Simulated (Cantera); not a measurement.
An isothermal, constant-pressure homogeneous reactor starts with CH₄ : N₂ = 1 : 23 (molar parts), at 1800 K and 1330 Pa. Integrator tolerance rtol = 1e-08.

Model: GRI-Mech 3.0 (53 species, 325 reactions), integrated in Cantera. GRI-Mech 3.0 stops at C3 and has no aromatics, soot or wall deposition, so with more carbon than oxygen in the feed, carbon stays in small species such as C2H2 where larger ones or solid carbon would form. Radical loss at walls, strong at low pressure, is not modelled.

| quantity | before | after |
|---|---|---|
| x(CH₄) at 30.0 s | 4.46e-7 (gas-phase equilibrium 6.40e-7) | 3.27e-7 (gas-phase equilibrium 3.20e-7) |
| x(C₂H₄) at 30.0 s | 3.68e-7 (gas-phase equilibrium 6.03e-8) | 1.85e-7 (gas-phase equilibrium 3.02e-8) |
| x(CH₂) at 30.0 s | 1.65e-9 (gas-phase equilibrium 2.37e-9) | 2.31e-9 (gas-phase equilibrium 2.37e-9) |
| x(C₂H₆) at 30.0 s | <1e-12 (gas-phase equilibrium <1e-12) | <1e-12 (gas-phase equilibrium <1e-12) |
| x(C₂H₂) at 30.0 s | 0.0199 (gas-phase equilibrium 0.00327) | 0.0199 (gas-phase equilibrium 0.00327) |
| x(H) at 30.0 s | 0.000762 (gas-phase equilibrium 0.000763) | 0.00105 (gas-phase equilibrium 0.00107) |
| x(C₂H) at 30.0 s | 2.23e-6 (gas-phase equilibrium 3.66e-7) | 3.08e-6 (gas-phase equilibrium 5.16e-7) |

**Question.** Which change was made?
(A) pressure from 1330 Pa to 60000 Pa
(B) temperature 1800 to 1075 K
(C) pressure from 1330 Pa to 670 Pa
(D) CH4 1 to 5.7 parts

**Answer.** C, pressure from 1330 Pa to 670 Pa
